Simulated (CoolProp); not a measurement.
Model: reference Helmholtz-energy equation of state, Thol 2019, in CoolProp.

**Question.** Give the vapour pressure (MPa), vapour density (kg/m³), surface tension (mN/m) of saturated decamethylcyclopentasiloxane (D5) at 439.3, 473.8, 480.7 K.

**Answer.** 
```json
[
 {"T (K)": "439.3", "p (MPa)": "0.0308", "vapour density (kg/m³)": "3.25", "surface tension (mN/m)": "8.24"},
 {"T (K)": "473.8", "p (MPa)": "0.0791", "vapour density (kg/m³)": "8.06", "surface tension (mN/m)": "6.17"},
 {"T (K)": "480.7", "p (MPa)": "0.0935", "vapour density (kg/m³)": "9.50", "surface tension (mN/m)": "5.77"}
]
```

Surface tension comes from a separate correlation (Mulero 2014), older than this fluid's equation and unchecked against measurements.
